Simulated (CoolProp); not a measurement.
Vapour-liquid equilibrium of cyclohexane (1) + n-heptane (2) at 47.35 °C; x and y are mole fractions of (1).

The numbers come from the multi-fluid Helmholtz-energy mixture model, Zhou 2014 and Span 2003; pair parameters Bell 2016 in CoolProp.

```csv
x,bubble pressure (bar),y at the bubble point,dew pressure at overall composition x (bar),liquid density (mol/L)
0.05,0.1778,0.096,0.1736,[?]
0.15,0.1950,0.261,0.1831,6.865
0.25,0.2120,0.398,0.1938,7.060
0.35,0.2286,0.514,0.2057,7.266
0.45,0.2448,[?],[?],7.484
0.55,0.2607,0.701,0.2341,7.714
0.65,0.2762,0.779,0.2511,7.958
0.75,0.2913,0.848,0.2703,8.217
0.85,0.3062,0.912,0.2917,[?]
0.95,0.3210,[?],0.3156,8.787
```

Problem. Fill in the missing entries.

Solution. 
- 0.05, liquid density (mol/L): 6.680
- 0.45, y at the bubble point: 0.614
- 0.45, dew pressure at overall composition x (bar): 0.2191
- 0.85, liquid density (mol/L): 8.493
- 0.95, y at the bubble point: 0.972

No azeotrope shows between x = 0.05 and 0.95.

The pair parameters rest on a limited set of measurements; away from them the model extrapolates.
